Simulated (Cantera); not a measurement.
An isothermal plug-flow reactor at 600 K and 2.66 atm (inlet), inlet velocity 0.63 m/s, active area per volume 3000 1/m; feed CO : O₂ : N₂ : H₂O = 0.0058 : 0.037 : 1.7 : 0.042 (molar parts), equivalence ratio 0.078.

Detailed kinetics in Cantera: Deutschmann's 1995 Pt surface mechanism with GRI-Mech 3.0 gas chemistry. Catalytic surfaces can have several steady states; this one follows from the mechanism file's or the stated starting coverage. Mass transfer to the wall is taken as infinitely fast.

**Question.** Predict: x(CO) at z = 0.0056 m; x(O₂) at z = 0.0056 m; x(H₂O) at z = 0.0056 m; x(CO₂) at z = 0.0056 m; θ(free Pt) at the exit; θ(O*) at the exit; θ(OH*) at the exit; θ(CO*) at the exit.

**Answer.** 
```
Property                 Result
----------------------  -------
x(CO) at z = 0.0056 m   0.00155
x(O₂) at z = 0.0056 m    0.0199
x(H₂O) at z = 0.0056 m   0.0236
x(CO₂) at z = 0.0056 m  0.00170
θ(free Pt) at the exit   0.0243
θ(O*) at the exit        0.0642
θ(OH*) at the exit      0.00429
θ(CO*) at the exit        0.907
```
